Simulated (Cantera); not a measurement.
Input: 1 mol SiCl4, 0.013 mol CH4, 13 mol H2, held at 12000 Pa.

These are equilibrium values from Cantera (NASA tables, ideal gas, pure condensed phases), not measurements of a reactor. Candidate condensed phases: C, C6H6, C7H8, C8H18, Si, SiC; 109 gas species. Mutual solubility and eutectic melting of coexisting phases are not modelled. The numbers say what is thermodynamically allowed, not how fast it happens.

### Question
What share of the Si ends up in condensed phases as a function of T (K), at 1050, 1100, 1150, 1200, 1250, 1300, 1350, 1400, 1450, 1500?

### Answer
```tsv
T (K)	Si condensed (%)	as
1050	1.3	SiC(s)
1100	2.5	Si(s) + SiC(s)
1150	5.0	Si(s) + SiC(s)
1200	6.9	Si(s) + SiC(s)
1250	7.7	Si(s) + SiC(s)
1300	7.3	Si(s) + SiC(s)
1350	5.6	Si(s) + SiC(s)
1400	3.3	Si(s) + SiC(s)
1450	1.3	SiC(s)
1500	1.3	SiC(s)
```
